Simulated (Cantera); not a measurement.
An isothermal, constant-pressure homogeneous reactor starts with CH4 : H2O : H2 = 1 : 3.5 : 0.5 (molar parts), at 1625 K and 0.133 bar. Integrator tolerance rtol = 1e-08.

Cantera simulation using GRI-Mech 3.0 (53 species, 325 reactions); the numbers are that mechanism's predictions, not measurements.

**Question.** What does this change do: pressure from 0.133 bar to 7.50 bar?

**Answer.** 
```tsv
quantity	before	after
x(CH4) at 2.00 s	0.0180 (gas-phase equilibrium 9.82e-10)	0.0212 (gas-phase equilibrium 3.11e-6)
x(H2O) at 2.00 s	0.445 (gas-phase equilibrium 0.333)	0.372 (gas-phase equilibrium 0.333)
x(H2) at 2.00 s	0.427 (gas-phase equilibrium 0.524)	0.480 (gas-phase equilibrium 0.524)
x(O) at 2.00 s	8.56e-10 (gas-phase equilibrium 8.32e-10)	1.74e-11 (gas-phase equilibrium 1.48e-11)
x(CO) at 2.00 s	0.0612 (gas-phase equilibrium 0.119)	0.100 (gas-phase equilibrium 0.119)
```
